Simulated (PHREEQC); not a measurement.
A made-up water analysis in mmol/kgw, 25 °C, pH 6.77, pe 10.5: Na 6.07; K 0.00555; Ca 1.33; Mg 0.14; Cl 3.06; S(6) 2.54; Alkalinity (meq/kgw) 0.678; Cd 0.007.

Valence states are taken as typed.

All values are PHREEQC results (ion-association model, wateq4f.dat), not measurements.

This is a speciation only: nothing precipitates in the calculation.

Task: What ionic strength, charge-balance error does the model give?

Result: ionic strength 0.0119 mol/kgw; charge-balance error 1.3 %.

Task: In which forms is C present?

Result: HCO3- 74 %, CO2 25 %, CaHCO3+ 0.7 % of the C.

Species that the database lacks are ignored.
